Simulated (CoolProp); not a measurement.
A single-stage vapour-compression cycle with the fluid: evaporating at 313.15 K (dew point), condensing at 348.15 K (bubble point), superheat 10 K, subcooling 5 K, compressor efficiency 0.65, no pressure losses. The same conditions are run with several fluids, on thermodynamics alone (safety and materials aside).

Values from CoolProp's reference Helmholtz-energy equation of state of each fluid (R1233zd(E): Akasaka 2022; R142b: Lemmon 2006; R22: Kamei 1995; hydrogen sulfide: Lemmon 2006; the fluoroketone C6F12O (FK-5-1-12): McLinden 2015; tetrahydrofuran: Fiedler 2023).

Rank R1233zd(E), R142b, R22, hydrogen sulfide, the fluoroketone C6F12O (FK-5-1-12), tetrahydrofuran by cooling COP, highest first.

tetrahydrofuran (5.44), R1233zd(E) (5.19), R142b (5.02), the fluoroketone C6F12O (FK-5-1-12) (4.76), R22 (4.43), hydrogen sulfide (4.33)

```json
[
 {"fluid": "R1233zd(E)", "pressure ratio": "2.69", "discharge temperature (K)": "364.0", "refrigerating effect (kJ/kg)": "154", "volumetric capacity (kJ/m³)": "1720"},
 {"fluid": "R142b", "pressure ratio": "2.37", "discharge temperature (K)": "367.1", "refrigerating effect (kJ/kg)": "159", "volumetric capacity (kJ/m³)": "3490"},
 {"fluid": "R22", "pressure ratio": "2.16", "discharge temperature (K)": "380.8", "refrigerating effect (kJ/kg)": "133", "volumetric capacity (kJ/m³)": "8210"},
 {"fluid": "hydrogen sulfide", "pressure ratio": "2.03", "discharge temperature (K)": "406.1", "refrigerating effect (kJ/kg)": "321", "volumetric capacity (kJ/m³)": "14600"},
 {"fluid": "the fluoroketone C6F12O (FK-5-1-12)", "pressure ratio": "3.14", "discharge temperature (K)": "348.1", "refrigerating effect (kJ/kg)": "65.6", "volumetric capacity (kJ/m³)": "592"},
 {"fluid": "tetrahydrofuran", "pressure ratio": "3.35", "discharge temperature (K)": "380.8", "refrigerating effect (kJ/kg)": "391", "volumetric capacity (kJ/m³)": "428"}
]
```

The compression ends wet for: the fluoroketone C6F12O (FK-5-1-12).
